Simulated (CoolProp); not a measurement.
Ethylene at 298.15 K and 4.95 MPa is compressed adiabatically to 7.68 MPa with isentropic efficiency 0.6. Each further row changes one setting.

The numbers come from the reference Helmholtz-energy equation of state, Smukala 2000 in CoolProp.

```json
[
 {"case": "as stated", "work (kJ/kg)": "(withheld)", "final temperature (K)": "335.6", "final density (kg/m³)": "(withheld)"},
 {"case": "efficiency 1", "work (kJ/kg)": "(withheld)", "final temperature (K)": "330.3", "final density (kg/m³)": "125"},
 {"case": "efficiency 0.65", "work (kJ/kg)": "39.5", "final temperature (K)": "(withheld)", "final density (kg/m³)": "(withheld)"}
]
```

**Question.** Fill in the missing entries.

**Answer.** 
- as stated, work (kJ/kg): 42.8
- as stated, final density (kg/m³): 118
- efficiency 1, work (kJ/kg): 25.7
- efficiency 0.65, final temperature (K): 334.6
- efficiency 0.65, final density (kg/m³): 119
